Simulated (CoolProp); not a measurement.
The numbers come from the reference Helmholtz-energy equation of state, Lemmon 2006 in CoolProp. It is a short technical equation, of lower accuracy than the large ones.

Task: For isohexane, give the phase and the cv (kJ/(kg K)), isothermal compressibility (1/MPa) at 437.4 K and 0.656 MPa; 437.4 K and 1.71 MPa; 437.4 K and 2.76 MPa.

Result: 
- 437.4 K and 0.656 MPa: gas; cv 2.24, isothermal compressibility 1.79
- 437.4 K and 1.71 MPa: liquid; cv 2.31, isothermal compressibility 0.0136
- 437.4 K and 2.76 MPa: liquid; cv 2.31, isothermal compressibility 0.0117
